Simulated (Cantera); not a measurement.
Equilibrium for oxide etching and cleaning by halides: TiO2 + SiCl4 + O2

A closed system holds: 1 mol TiO2, 2.4 mol SiCl4, 2.2 mol O2, at 1425 °C.

Equilibrium computed with Cantera from the NASA thermochemical tables; the gas is ideal and each condensed phase is pure. Candidate condensed phases: Si, SiO2, Ti, TiCl2, TiCl3, TiCl4, TiO, TiO2, Ti2O3, Ti3O5, Ti4O7; 24 gas species. Mutual solubility and eutectic melting of coexisting phases are not modelled. The tables' values for TiCl2, SiO2, SiCl3 are old estimates; treat these amounts as uncertain. The tables hold silica as quartz up to 1696 K and as liquid above; real silica turns to tridymite and cristobalite and melts near 1996 K. Condensed phases not in the tables: alloys, solid solutions and most ternary compounds. Kinetics and transport are ignored.

| P (Pa) | x Cl | x Cl2 | x TiCl4 | x SiO | x O2 | n SiO2(condensed) | n TiO2(rutile) |
|---|---|---|---|---|---|---|---|
| 1 | 0.960 | 0.000254 | 1.17e-5 | 0.0396 | 1.74e-5 | 2.00 | 0.996 |
| 5.20 | 0.970 | 0.00135 | 0.00429 | 0.0120 | 1.34e-6 | 2.29 | 0.847 |
| 27 | 0.970 | 0.00702 | 0.0147 | 0.000362 | 1.06e-5 | 2.40 | 0.794 |
| 140 | 0.942 | 0.0343 | 0.0208 | 7.48e-6 | 0.000178 | 2.40 | 0.795 |
| 720 | 0.832 | 0.138 | 0.0268 | 1.81e-7 | 0.00222 | 2.40 | 0.781 |
| 3700 | 0.591 | 0.358 | 0.0403 | 7.35e-9 | 0.00998 | 2.40 | 0.734 |
| 19000 | 0.335 | 0.589 | 0.0557 | 4.51e-10 | 0.0196 | 2.40 | 0.691 |
| 100000 | 0.164 | 0.743 | 0.0662 | 3.23e-11 | 0.0262 | 2.40 | 0.668 |
x: gas mole fraction; n: condensed amount in mol.

From 1.00 Pa to 1.00 bar the condensed part is SiO2(condensed) + TiO2(rutile). The main Ti-bearing gas is TiOCl2 at 1.00 Pa and TiCl4 at 1.00 bar. The share of Ti in condensed phases is highest at 1.00 Pa (99.6 %) and lowest at 1.00 bar (66.8 %).
